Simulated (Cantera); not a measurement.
An isothermal, constant-pressure homogeneous reactor starts with N₂O : O₂ = 8.6 : 0.55 (molar parts), at 1450 K and 101000 Pa.

Detailed kinetics in Cantera: GRI-Mech 3.0 (53 species, 325 reactions). GRI-Mech 3.0 was tuned for natural gas; its chemistry of N2O as a main component is partial and can be far from experiment. The temperature is held fixed by assumption; the heat of reaction is taken as removed at once.

One state of this run: x N₂O = 0.897; x O₂ = 0.0705; x N₂ = 0.0259; x NO₂ = 2.36e-5; x O = 4.12e-5. x: mole fraction; the columns are a selection and need not sum to one.

Question: Which value of t (s) does it belong to?
(A) 1.20
(B) 0.0179
(C) 0.0726
(D) 0.00109

Answer: D, 0.00109
